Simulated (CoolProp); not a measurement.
Vapour-liquid equilibrium of propane (1) + isobutane (2) at 1.18 MPa; x and y are mole fractions of (1).

Model: multi-fluid Helmholtz-energy mixture model, Lemmon 2009 and Bücker 2006; pair parameters Kunz 2012, in CoolProp.

Task: Give the bubble temperature and the first vapour's composition at x = 0.125, 0.275, 0.95. Is there an azeotrope?

Result: x = 0.125: 67.4 °C, y = 0.209; x = 0.275: 60.4 °C, y = 0.418; x = 0.95: 35.2 °C, y = 0.976. No azeotrope shows between x = 0.05 and 0.95.

The pair parameters rest on a limited set of measurements; away from them the model extrapolates.
